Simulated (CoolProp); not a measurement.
Computed with CoolProp (reference Helmholtz-energy equation of state, McLinden 2015).

Problem. For the fluoroketone C6F12O (FK-5-1-12), give the phase and the density (kg/m³), cp (kJ/(kg K)), cv (kJ/(kg K)), expansivity (1/kK) at 195.85 °C and 0.187 MPa; 195.85 °C and 0.591 MPa; 195.85 °C and 18.7 MPa.

Solution. 
- 195.85 °C and 0.187 MPa: gas; density 15.6, cp 1.04, cv 1.01, expansivity 2.37
- 195.85 °C and 0.591 MPa: gas; density 52.8, cp 1.06, cv 1.01, expansivity 3.04
- 195.85 °C and 18.7 MPa: supercritical; density 1260, cp 1.20, cv 1.03, expansivity 1.92
